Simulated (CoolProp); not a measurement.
The fluid at 298.15 K and 4.26 MPa is throttled through a valve to 2.33 MPa with no heat exchange. The same conditions are run with several fluids, on thermodynamics alone (safety and materials aside).

The numbers come from the reference Helmholtz-energy equation of state of each fluid (R1132(E): Akasaka 2024; n-undecane: Aleksandrov 2011; carbonyl sulfide: Lemmon 2006; dodecamethylpentasiloxane (MD3M): Thol 2019; chlorine: Thol 2021) in CoolProp.

Problem. Rank R1132(E), n-undecane, carbonyl sulfide, dodecamethylpentasiloxane (MD3M), chlorine by temperature change (K), highest first.

Solution. dodecamethylpentasiloxane (MD3M) (+0.9), n-undecane (+0.8), chlorine (+0.5), carbonyl sulfide (+0.2), R1132(E) (-0.3)

```
fluid                             final density (kg/m³)
--------------------------------  ---------------------
R1132(E)                                            922
n-undecane                                          738
carbonyl sulfide                                    994
dodecamethylpentasiloxane (MD3M)                    872
chlorine                                           1400
```
